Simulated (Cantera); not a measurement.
## Equilibrium for sublimation and decomposition of ceramics: AlN + N2

Charge: 1 mol AlN, 1.7 mol N2, held at 2577 °C and 76.0 Pa.

Method: chemical equilibrium by Gibbs-energy minimisation in Cantera with the NASA 1993 tables (ideal gas, pure condensed phases). Candidate condensed phases: Al, AlN; 5 gas species. Rates play no part.

```json
{
  "x(N2)": "0.687",
  "x(Al)": "0.312",
  "x(N)": "0.000151",
  "x(Al2)": "1.00e-6",
  "gas_amount": "3.200 mol",
  "log10 activity of Al(l) (absent)": "-3.73"
}
```
